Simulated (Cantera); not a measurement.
## Ammonia decomposition in nitride growth gas

An isothermal, constant-pressure homogeneous reactor starts with 6.25 % NH₃, 93.8 % H₂, at 2000 K and 3600 Pa.

Model: the gas-phase N/H chemistry of the illustrative SiF4/NH3 mechanism in the Surface Chemkin manual (1991), integrated in Cantera. Walls and surfaces, which speed up NH3 decomposition in real reactors, are not modelled.

```tsv
t (s)	x NH₃	x H₂	x N₂H₄	x N₂	x N₂H₂	x H
0.000100	0.0625	0.937	<1e-12	<1e-12	1.04e-12	4.46e-6
0.000230	0.0625	0.937	<1e-12	1.24e-11	6.12e-12	1.03e-5
0.000528	0.0625	0.937	<1e-12	2.65e-10	3.52e-11	2.37e-5
0.00121	0.0625	0.937	1.89e-12	4.67e-9	2.07e-10	5.46e-5
0.00279	0.0625	0.937	9.92e-12	7.58e-8	1.31e-9	0.000125
0.00642	0.0624	0.937	5.17e-11	1.29e-6	9.26e-9	0.000287
0.0147	0.0623	0.937	2.50e-10	2.40e-5	6.83e-8	0.000633
0.0339	0.0616	0.937	6.88e-10	0.000326	2.60e-7	0.00106
0.0779	0.0589	0.938	7.46e-10	0.00156	2.98e-7	0.00116
0.179	0.0531	0.941	6.50e-10	0.00430	2.65e-7	0.00121
0.412	0.0419	0.947	4.75e-10	0.00959	2.04e-7	0.00131
0.946	0.0243	0.956	2.33e-10	0.0179	1.13e-7	0.00161
2.18	0.00596	0.965	4.02e-11	0.0265	2.76e-8	0.00274
5.00	0.000104	0.963	<1e-12	0.0292	1.28e-10	0.00792
```
x: mole fraction; the columns are a selection and need not sum to one.

Equilibrium at this temperature and pressure: NH₃ 1.16e-7, H₂ 0.962, N₂H₄ <1e-12, N₂ 0.0293, N₂H₂ <1e-12, H 0.00846 (gas phase only).
